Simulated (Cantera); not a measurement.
Cantera run:

```python
import numpy as np
import cantera as ct

gas_names = """
    HF CL HCL F2 H H2 F
""".split()
cond_names = """

""".split()


# ... load() reads the species with a 1 bar reference pressure and builds the phases ...
species = {s.name: s for s in load("nasa_gas.yaml", gas_names) + load("nasa_condensed.yaml", cond_names)}
# Each term lists the table entries of one substance; the one whose range holds T is used.
reactions = {
    '2 HF(g) + 2 Cl(g) = 2 HCl(g) + F2(g)':
        [(-2, ['HF']), (-2, ['CL']), (2, ['HCL']), (1, ['F2'])],
    '2 H(g) = H2(g)':
        [(-2, ['H']), (1, ['H2'])],
    '2 F(g) + H2(g) = 2 HF(g)':
        [(-2, ['F']), (-1, ['H2']), (2, ['HF'])],
}


def pick(names, T):
    return next(species[n] for n in names if species[n].thermo.min_temp <= T <= species[n].thermo.max_temp)


results = []
for label, terms in reactions.items():
    print(label)
    print("     T/K   dH/kJ  dS/(J/K)   dG/kJ   log10 K")
    for T in [300, 2050, 2075, 2100, 2125, 2150]:
        used = [(nu, pick(names, T)) for nu, names in terms]
        dH = sum(nu * s.thermo.h(T) for nu, s in used) / 1e6
        dS = sum(nu * s.thermo.s(T) for nu, s in used) / 1e3
        dG = dH - T * dS / 1e3
        logK = -dG * 1e6 / (ct.gas_constant * T * np.log(10))
        results.append((label, T, dH, dS, dG, logK, [s.name for _, s in used]))
        print(f"{T:8g} {dH:8.1f} {dS:8.1f} {dG:8.1f} {logK:8.2f}")
```

It prints:

```
2 HF(g) + 2 Cl(g) = 2 HCl(g) + F2(g)
     T/K   dH/kJ  dS/(J/K)   dG/kJ   log10 K
     300    117.9   -101.4    148.3   -25.82
    2050    109.9   -114.5    344.5    -8.78
    2075    109.9   -114.5    347.4    -8.74
    2100    109.8   -114.5    350.2    -8.71
    2125    109.8   -114.5    353.1    -8.68
    2150    109.8   -114.5    356.0    -8.65
2 H(g) = H2(g)
     T/K   dH/kJ  dS/(J/K)   dG/kJ   log10 K
     300   -436.0    -98.8   -406.4    70.75
    2050   -454.1   -120.3   -207.6     5.29
    2075   -454.3   -120.4   -204.5     5.15
    2100   -454.5   -120.4   -201.5     5.01
    2125   -454.7   -120.5   -198.5     4.88
    2150   -454.8   -120.6   -195.5     4.75
2 F(g) + H2(g) = 2 HF(g)
     T/K   dH/kJ  dS/(J/K)   dG/kJ   log10 K
     300   -703.9   -100.7   -673.7   117.30
    2050   -724.3   -125.7   -466.6    11.89
    2075   -724.5   -125.8   -463.4    11.67
    2100   -724.7   -125.9   -460.3    11.45
    2125   -724.9   -126.0   -457.1    11.24
    2150   -725.1   -126.1   -454.0    11.03
```

Standard-state values (1 bar) from the NASA 1993 polynomials, evaluated with Cantera. Condensed species are held in their standard states even where they would react or evaporate.
